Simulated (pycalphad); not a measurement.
Source of the numbers: pycalphad with the COST 507 light-alloy database (1999); pressure 1 atm. These are 1990s assessments: newer ones move some temperatures and phases. Amounts are mole fractions of atoms.

Q: Give the equilibrium state of Si-0.23Zr (at.%) at 977 °C.

A: diamond (Si), fraction 0.993, with no Zr at.%; SI2ZR, fraction 0.007, with 33.3 Zr at.%.

Database names, with the compositions (at.%) that they take in these runs: SI2ZR: Si 67 Zr 33. An entry "none" or "no" means that the model of the phase leaves that element out.
